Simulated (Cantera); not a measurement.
# Ammonia decomposition in nitride growth gas

A perfectly stirred reactor is fed with 41.7 % NH3, 58.3 % N2, at 458 Torr; it is held at 2000 K, and followed from long to short residence time.

Model: the gas-phase N/H chemistry of the illustrative SiF4/NH3 mechanism in the Surface Chemkin manual (1991), integrated in Cantera. Walls and surfaces, which speed up NH3 decomposition in real reactors, are not modelled.

```json
[
 {"τ (s)": "22", "x NH3": "0.00195", "x N2H2": "3.23e-9", "x NH2": "1.57e-5", "x N2H4": "6.98e-11", "x H2": "0.438", "x NH": "1.46e-6"},
 {"τ (s)": "9.9", "x NH3": "0.00347", "x N2H2": "7.52e-9", "x NH2": "2.51e-5", "x N2H4": "1.77e-10", "x H2": "0.437", "x NH": "2.08e-6"},
 {"τ (s)": "4.5", "x NH3": "0.00662", "x N2H2": "1.76e-8", "x NH2": "4.07e-5", "x N2H4": "4.68e-10", "x H2": "0.433", "x NH": "2.87e-6"},
 {"τ (s)": "2.1", "x NH3": "0.0128", "x N2H2": "3.97e-8", "x NH2": "6.57e-5", "x N2H4": "1.22e-9", "x H2": "0.427", "x NH": "3.83e-6"},
 {"τ (s)": "0.94", "x NH3": "0.0259", "x N2H2": "9.20e-8", "x NH2": "0.000108", "x N2H4": "3.29e-9", "x H2": "0.413", "x NH": "5.09e-6"},
 {"τ (s)": "0.43", "x NH3": "0.0503", "x N2H2": "2.01e-7", "x NH2": "0.000171", "x N2H4": "8.30e-9", "x H2": "0.387", "x NH": "6.53e-6"},
 {"τ (s)": "0.19", "x NH3": "0.0952", "x N2H2": "4.26e-7", "x NH2": "0.000267", "x N2H4": "2.00e-8", "x H2": "0.340", "x NH": "8.16e-6"},
 {"τ (s)": "0.089", "x NH3": "0.158", "x N2H2": "7.81e-7", "x NH2": "0.000378", "x N2H4": "4.04e-8", "x H2": "0.274", "x NH": "9.58e-6"},
 {"τ (s)": "0.041", "x NH3": "0.235", "x N2H2": "1.27e-6", "x NH2": "0.000501", "x N2H4": "7.08e-8", "x H2": "0.192", "x NH": "1.06e-5"},
 {"τ (s)": "0.018", "x NH3": "0.310", "x N2H2": "1.81e-6", "x NH2": "0.000620", "x N2H4": "1.08e-7", "x H2": "0.113", "x NH": "1.08e-5"},
 {"τ (s)": "0.0084", "x NH3": "0.358", "x N2H2": "2.19e-6", "x NH2": "0.000711", "x N2H4": "1.43e-7", "x H2": "0.0610", "x NH": "1.02e-5"}
]
```
x: mole fraction; the columns are a selection and need not sum to one.
